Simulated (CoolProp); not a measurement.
A simple Rankine cycle with ethanol: condensing at 323.15 K, boiler at 0.14 MPa, turbine inlet 374.9 K, turbine efficiency 0.6, pump efficiency 0.6, no recuperator. Each further row changes one setting.

Values from CoolProp's reference Helmholtz-energy equation of state, Schroeder 2014.

| case | thermal efficiency (%) | net work (kJ/kg) | heat in (kJ/kg) | turbine exit temperature (K) | volume ratio over the turbine |
|---|---|---|---|---|---|
| as stated | 5.8 | ? | 966 | 335.0 | ? |
| turbine inlet 394.9 K | ? | 59.9 | 1000 | 355.5 | 4.36 |
| condensing temperature 315.15 K | 7.0 | ? | 987 | 325.9 | 6.29 |
| boiler pressure 0.098 MPa | 4.6 | 44.7 | 970 | 344.6 | 3.10 |
| turbine efficiency 0.5 | 4.9 | 47.0 | 966 | 341.0 | 4.43 |

Task: Complete the blanks.

Result: 
- as stated, net work (kJ/kg): 56.5
- as stated, volume ratio over the turbine: 4.35
- turbine inlet 394.9 K, thermal efficiency (%): 6.0
- condensing temperature 315.15 K, net work (kJ/kg): 69.6
